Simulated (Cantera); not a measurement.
**Gas-phase reforming**

A perfectly stirred reactor is fed with CH4 : CO2 : H2O = 1 : 1.4 : 0.055 (molar parts), at 15.8 atm; it is held at 1848 K, and followed from long to short residence time.

Computed with Cantera and GRI-Mech 3.0 (53 species, 325 reactions). The pressure lies above the range GRI-Mech 3.0 was tuned for (to about 10 atm).

| τ (s) | x CH4 | x CO2 | x H2O | x CH3 | x C2H6 | x HO2 | x CH2O |
|---|---|---|---|---|---|---|---|
| 0.73 | 0.0117 | 0.0337 | 0.0943 | 5.23e-5 | 3.44e-6 | <1e-12 | 1.49e-6 |
| 0.27 | 0.0175 | 0.0415 | 0.110 | 8.12e-5 | 8.01e-6 | <1e-12 | 1.70e-6 |
| 0.10 | 0.0243 | 0.0547 | 0.134 | 0.000118 | 1.60e-5 | <1e-12 | 2.20e-6 |
| 0.038 | 0.0322 | 0.0749 | 0.163 | 0.000166 | 2.96e-5 | <1e-12 | 3.40e-6 |
| 0.014 | 0.0434 | 0.107 | 0.192 | 0.000241 | 5.83e-5 | 1.04e-12 | 6.31e-6 |
| 0.0052 | 0.0616 | 0.156 | 0.208 | 0.000360 | 0.000127 | 1.81e-12 | 1.20e-5 |
| 0.0020 | 0.0930 | 0.228 | 0.194 | 0.000541 | 0.000289 | 2.59e-12 | 1.94e-5 |
| 0.00073 | 0.150 | 0.334 | 0.140 | 0.000814 | 0.000660 | 2.96e-12 | 2.58e-5 |
| 0.00027 | 0.225 | 0.439 | 0.0772 | 0.00115 | 0.00134 | 2.61e-12 | 3.16e-5 |
x: mole fraction; the columns are a selection and need not sum to one.
